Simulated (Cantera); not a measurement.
Input: 1 mol Zr, 0.068 mol O2, 1.5 mol H2O, at 5.50 mbar.

Equilibrium computed with Cantera from the NASA thermochemical tables; the gas is ideal and each condensed phase is pure. Candidate condensed phases: H2O, Zr, ZrO2; 12 gas species. Mutual solubility and eutectic melting of coexisting phases are not modelled. Condensed phases not in the tables: N, O or C dissolved in the metal. Rates play no part.

x: gas mole fraction; n: condensed amount in mol.

| T (K) | x H2 | x H | x ZrO | x Zr | x ZrO2 | x H2O | n Zr(β) | n ZrO2(monoclinic) | n ZrO2(tetragonal) | n Zr(l) | n ZrO2(s) |
|---|---|---|---|---|---|---|---|---|---|---|---|
| 1475 | 1.000 | 0.000175 | 1.73e-11 | 1.11e-12 | <1e-12 | [?] | 0.182 | 0.818 | 0 | 0 | 0 |
| 1575 | 0.999 | 0.000560 | 4.28e-10 | 2.53e-11 | <1e-12 | [?] | 0.182 | 0 | 0.818 | 0 | 0 |
| 1675 | 0.998 | 0.00156 | 7.16e-9 | 3.95e-10 | <1e-12 | [?] | 0.182 | 0 | 0.818 | 0 | 0 |
| 1775 | 0.996 | 0.00390 | 8.68e-8 | 4.53e-9 | 1.62e-11 | [?] | 0.182 | 0 | 0.818 | 0 | 0 |
| 1875 | 0.991 | 0.00880 | 8.03e-7 | 3.99e-8 | 2.69e-10 | [?] | 0.182 | 0 | 0.818 | 0 | 0 |
| 1975 | 0.982 | 0.0183 | 5.90e-6 | 2.82e-7 | 3.34e-9 | [?] | 0.182 | 0 | 0.818 | 0 | 0 |
| 2075 | 0.965 | 0.0353 | 3.57e-5 | 1.65e-6 | 3.24e-8 | [?] | 0.182 | 0 | 0.818 | 0 | 0 |
| 2175 | 0.936 | 0.0637 | 0.000179 | 7.96e-6 | 2.54e-7 | [?] | 0 | 0 | 0.818 | 0.182 | 0 |
| 2275 | 0.891 | 0.108 | 0.000770 | 3.25e-5 | 1.66e-6 | [?] | 0 | 0 | 0.817 | 0.181 | 0 |
| 2375 | 0.824 | 0.173 | 0.00291 | 0.000118 | 9.17e-6 | [?] | 0 | 0 | 0.816 | 0.179 | 0 |
| 2475 | 0.730 | 0.259 | 0.00984 | 0.000383 | 4.41e-5 | [?] | 0 | 0 | 0.809 | 0.173 | 0 |
| 2575 | 0.605 | 0.363 | 0.0302 | 0.00113 | 0.000187 | [?] | 0 | 0 | 0.789 | 0.151 | 0 |
| 2675 | 0.446 | 0.465 | 0.0849 | 0.00309 | 0.000711 | [?] | 0 | 0 | 0 | 0.0815 | 0.723 |
| 2775 | 0.303 | 0.556 | 0.135 | 0.00294 | 0.00245 | [?] | 0 | 0 | 0 | 0 | 0.637 |

**Question.** Fill in the missing entries.

**Answer.** 
- 1475, x H2O: 2.16e-9
- 1575, x H2O: 9.72e-9
- 1675, x H2O: 3.65e-8
- 1775, x H2O: 1.18e-7
- 1875, x H2O: 3.33e-7
- 1975, x H2O: 8.42e-7
- 2075, x H2O: 1.93e-6
- 2175, x H2O: 4.09e-6
- 2275, x H2O: 8.06e-6
- 2375, x H2O: 1.45e-5
- 2475, x H2O: 2.37e-5
- 2575, x H2O: 3.46e-5
- 2675, x H2O: 4.31e-5
- 2775, x H2O: 7.78e-5
